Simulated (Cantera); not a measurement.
An adiabatic, constant-pressure homogeneous reactor starts with CO : H₂ : CH₄ : O₂ : N₂ = 1 : 0.031 : 0.068 : 1.6 : 6.01 (molar parts), at 1425 K and 0.790 atm.

Cantera simulation using GRI-Mech 3.0 (53 species, 325 reactions); the numbers are that mechanism's predictions, not measurements.

One state of this run: T (K) = 1777; x CO = 0.0543; x H₂ = 0.00119; x CH₄ = <1e-12; x OH = 0.00502; x CH₂O = 2.79e-11; x C₂H₂ = <1e-12; x C₂H₆ = <1e-12. x: mole fraction; the columns are a selection and need not sum to one.

**Question.** Which value of t (s) does it belong to?
(A) 4.21e-5
(B) 1.72e-5
(C) 0.000253
(D) 2.00

**Answer.** C, 0.000253
